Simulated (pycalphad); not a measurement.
CALPHAD calculation (pycalphad, COST 507 light-alloy database (1999)), 1 atm. These are 1990s assessments: newer ones move some temperatures and phases. Kinetics are ignored, which matters at the lower temperatures.

Question: How does the equilibrium phase assembly of Al-3.761N (wt.%) change on cooling from 2627 °C to 227 °C?

Answer: 
```
T (°C)  phases above  phases below
------  ------------  ------------
2513.9           GAS  GAS + LIQUID
2434.6  GAS + LIQUID  ALN + LIQUID
660.2   ALN + LIQUID  ALN + FCC_A1
```
Changes were sought between steps of 50 K, so a narrower field can be missed. At the top of the range, 2627 °C, the alloy is not yet fully liquid: it holds GAS.

Database names, with the compositions (at.%) that they take in these runs: ALN: Al 50 N 50. FCC_A1 is fcc.
